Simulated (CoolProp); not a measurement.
Neopentane along the isobar 2.02 MPa: Z from the reference equation and from simpler models built on Tc = 160.6 °C, pc = 3.196 MPa, ω = 0.196; each cubic takes its own stable root.

Computed with CoolProp (reference Helmholtz-energy equation of state, Lemmon 2006). It is a short technical equation, of lower accuracy than the large ones.

```tsv
T (°C)	phase	reference
80.65	liquid	0.09533
93.75	liquid	0.09554
106.85	liquid	0.09656
119.85	liquid	0.09882
146.05	gas	0.6863
159.15	gas	0.7318
172.25	gas	0.7663
185.25	gas	0.7938
198.35	gas	0.8167
211.45	gas	0.8360
224.55	gas	0.8525
237.65	gas	0.8669
250.65	gas	0.8794
263.75	gas	0.8904
276.85	gas	0.9003
```

How far does each simpler model (van der Waals, Redlich-Kwong, Peng-Robinson) lie from the reference over these 15 states: mean and median of the absolute difference, and the worst?


- van der Waals: mean 51.0 %, median 1.5 %, worst +568.2 % at 119.85 °C and 2.02 MPa
- Redlich-Kwong: mean 4.6 %, median 1.0 %, worst +18.7 % at 119.85 °C and 2.02 MPa
- Peng-Robinson: mean 2.0 %, median 1.9 %, worst -4.5 % at 80.65 °C and 2.02 MPa

At some of these states van der Waals gives the other phase, because its saturation line lies elsewhere.
